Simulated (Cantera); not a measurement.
Input (Python, Cantera) and output of one run.

```python
import numpy as np
import cantera as ct

gas_names = """
    C CH CH2 CH3 CH2OH CH3O CH4 CH3OH CO CO2 COOH C2 C2H CHCO,ketyl C2H2,acetylene C2H2,vinylidene
    CH2CO,ketene C2H3,vinyl CH3CO,acetyl C2H4 C2H4O,ethylen CH3CHO,ethanal CH3COOH (HCOOH)2 C2H5 C2H6
    CH3OCH3 C2H5OH C2O C3 C3H3,propargyl C3H4,allene C3H4,propyne C3H4,cyclo- C3H5,allyl C3H6,propylene
    C3H6,cyclo- C3H6O C3H7,n-propyl C3H7,i-propyl C3H8 C3H8O,1propanol C3H8O,2propanol C3O2 C4 C4H2
    C4H4,1,3-cyclo- C4H6,butadiene C4H6,2-butyne C4H6,cyclo- C4H8,1-butene C4H8,cis2-buten
    C4H8,tr2-butene C4H8,isobutene C4H8,cyclo- (CH3COOH)2 C4H9,n-butyl C4H9,i-butyl C4H9,s-butyl
    C4H9,t-butyl C4H10,isobutane C4H10,n-butane C5 C5H6,1,3cyclo- C5H8,cyclo- C5H10,1-pentene
    C5H10,cyclo- C5H11,pentyl C5H11,t-pentyl C5H12,n-pentane C5H12,i-pentane CH3C(CH3)2CH3 C6H2
    C6H5,phenyl C6H5O,phenoxy C6H6 C6H5OH,phenol C6H10,cyclo- C6H12,1-hexene C6H12,cyclo- C6H13,n-hexyl
    C7H7,benzyl C7H8 C7H8O,cresol C7H14,1-heptene C7H15,n-heptyl C7H16,n-heptane C8H8,styrene
    C8H10,ethylbenz C8H16,1-octene C8H17,n-octyl C8H18,isooctane C8H18,n-octane C9H19,n-nonyl
    C10H8,naphthale C10H21,n-decyl C12H9,o-bipheny C12H10,bipheny H HCO HO2 H2 HCHO,formaldehy HCOOH H2O
    H2O2 O OH O2 O3
""".split()
cond_names = """
    C(gr) C6H6(L) C7H8(L) C8H18(L),n-octa H2O(s) H2O(L)
""".split()


def load(file, names, dense=False):
    # The tables refer to 1 bar. Condensed volumes are neglected.
    table = {s.name: s for s in ct.Species.list_from_file(file)}
    out = []
    for n in names:
        d = dict(table[n].input_data)
        d["thermo"] = dict(d["thermo"], **{"reference-pressure": 1e5})
        if dense:
            d["equation-of-state"] = {"model": "constant-volume", "density": "1e6 g/cm^3"}
        out.append(ct.Species.from_dict(d))
    return out


gas = ct.Solution(thermo="ideal-gas", species=load("nasa_gas.yaml", gas_names))
cond = {s.name: ct.Solution(thermo="fixed-stoichiometry", species=[s], name=s.name)
        for s in load("nasa_condensed.yaml", cond_names, dense=True)}
atoms = {
    'CH3OH': {'C': 1, 'H': 4, 'O': 1},
    'O2': {'O': 2},
}
top_T = {'C(gr)': 4500}  # K; cautious upper limits of use, not melting points


def equilibrate(T, P, feed):
    n = {}
    for name, mol in feed.items():
        for a, k in atoms[name].items():
            n[a] = n.get(a, 0.0) + k * mol
    gas.TPX = T, P, n
    mass = sum(n.values()) * gas.mean_molecular_weight
    gas.equilibrate("TP")
    valid = [c for c in cond.values() if c.min_temp <= T <= top_T.get(c.name, c.max_temp)]
    mix = ct.Mixture([(gas, mass / gas.mean_molecular_weight)] + [(c, 0.0) for c in valid])
    mix.T, mix.P = T, P
    mix.equilibrate("TP", solver="vcs", rtol=1e-11, max_steps=5000)
    return mix


results = []
feed = {'CH3OH': 1, 'O2': 0.17}  # mol
P = 350  # Pa
for T in [1723, 1823, 1923, 2023, 2123, 2223, 2323, 2423, 2523]:
    mix = equilibrate(T, P, feed)
    results.append((T, P, feed, dict(zip(mix.species_names, mix.species_moles))))

top = {s: max(r[3][s] / sum(r[3][g] for g in gas_names) for r in results) for s in gas_names}
cols = sorted((s for s in top if top[s] > 0.0001), key=lambda s: -top[s])[:5]
seen = [c for c in cond_names if any(r[3].get(c, 0) > 1e-12 for r in results)]
print("log10 of partial pressures in bar; condensed amounts in mol")
print(f"{'T/K':>10s}" + "".join(f"{s[:9]:>10s}" for s in cols + seen))
for T, P, feed, n in results:
    ng = sum(n[g] for g in gas_names)
    print(f"{T:10.4g}" + "".join(f"{np.log10(max(n[s] / ng * P / 1e5, 1e-99)):10.3f}" for s in cols)
          + "".join(f"{n.get(c, 0):10.4g}" for c in seen))
```

Output:

```
log10 of partial pressures in bar; condensed amounts in mol
       T/K        H2        CO         H       H2O       CO2
      1723    -2.702    -2.954    -5.090    -3.466    -4.264
      1823    -2.705    -2.953    -4.716    -3.462    -4.302
      1923    -2.710    -2.953    -4.381    -3.459    -4.336
      2023    -2.718    -2.955    -4.080    -3.459    -4.366
      2123    -2.731    -2.959    -3.811    -3.464    -4.393
      2223    -2.753    -2.966    -3.570    -3.476    -4.418
      2323    -2.786    -2.977    -3.356    -3.498    -4.443
      2423    -2.837    -2.994    -3.170    -3.541    -4.474
      2523    -2.910    -3.018    -3.011    -3.617    -4.522
```

Cantera equilibrium calculation (NASA polynomials, part measured and part estimated; ideal gas, pure solids and liquids).
